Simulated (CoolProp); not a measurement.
C3F8 (R218) at 293.15 K and 16.8 MPa flows at 0.3 m/s in a round tube of 50 mm bore and 1.5 µm roughness, fully developed (64/Re and Nu = 3.66 if laminar; Colebrook and Gnielinski if turbulent). Each further row changes one setting.

The numbers come from the reference Helmholtz-energy equation of state, Lemmon 2006 in CoolProp. It is a short technical equation, of lower accuracy than the large ones.

| case | Reynolds number | Darcy friction factor | pressure drop (Pa/m) | heat-transfer coefficient (W/(m² K)) | mass flow (kg/h) |
|---|---|---|---|---|---|
| as stated | … | … | 25.6 | 492 | 3170 |
| velocity 0.6 m/s | 158000 | 0.0166 | … | 896 | 6330 |
| diameter 100 mm | 158000 | … | 11.1 | 446 | 12700 |

Problem. Fill in the missing entries.

Solution. 
- as stated, Reynolds number: 78900
- as stated, Darcy friction factor: 0.0191
- velocity 0.6 m/s, pressure drop (Pa/m): 89.2
- diameter 100 mm, Darcy friction factor: 0.0165

Viscosity comes from a separate model (Huber 2003), an estimate that may be off by 10 % or more. Thermal conductivity comes from a separate model (Huber 2003), an estimate that may be off by 10 % or more.
